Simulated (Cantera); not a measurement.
An adiabatic, constant-pressure homogeneous reactor starts with 45.7 % H₂, 11.4 % O₂, 42.9 % N₂, equivalence ratio 2.0, at 1748 K and 22000 Pa.

Model: GRI-Mech 3.0 (53 species, 325 reactions), integrated in Cantera.

Predict: time of steepest temperature rise; temperature at 2.00 s; equilibrium temperature; x(H₂) at 2.00 s; x(O₂) at 2.00 s; x(OH) at 2.00 s; x(O) at 2.00 s; x(NO) at 2.00 s.

time of steepest temperature rise: 31.1 µs
temperature at 2.00 s: 2740 K
equilibrium temperature: 2740 K
x(H₂) at 2.00 s: 0.228 (gas-phase equilibrium 0.228)
x(O₂) at 2.00 s: 0.00127 (gas-phase equilibrium 0.00127)
x(OH) at 2.00 s: 0.0173 (gas-phase equilibrium 0.0173)
x(O) at 2.00 s: 0.00326 (gas-phase equilibrium 0.00326)
x(NO) at 2.00 s: 0.00201 (gas-phase equilibrium 0.00201)
